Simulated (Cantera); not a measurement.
Feed: 1 mol FeCl3, 0.47 mol O2, 4.7 mol N2, equilibrated at 977 °C and 1.10e-5 bar.

Equilibrium computed with Cantera from the NASA thermochemical tables; the gas is ideal and each condensed phase is pure. Candidate condensed phases: Fe, FeCl2, FeCl3, FeO, Fe2O3, Fe3O4; 19 gas species. Kinetics and transport are ignored.

Question: What is the equilibrium state?

Answer: 
| Item | Value |
|---|---|
| x(N2) | 0.658 |
| x(FeCl2) | 0.139 |
| x(Cl) | 0.133 |
| x(O2) | 0.0657 |
| x(Cl2) | 0.00320 |
| x(FeCl3) | 0.000517 |
| x(NO) | 0.000144 |
| x(O) | 5.35e-6 |
| x(ClO) | 4.06e-6 |
| gas amount | 7.143 mol |
| log10 activity of FeCl2(l) (absent) | -5.55 |
| log10 activity of Fe(γ) (absent) | -6.55 |
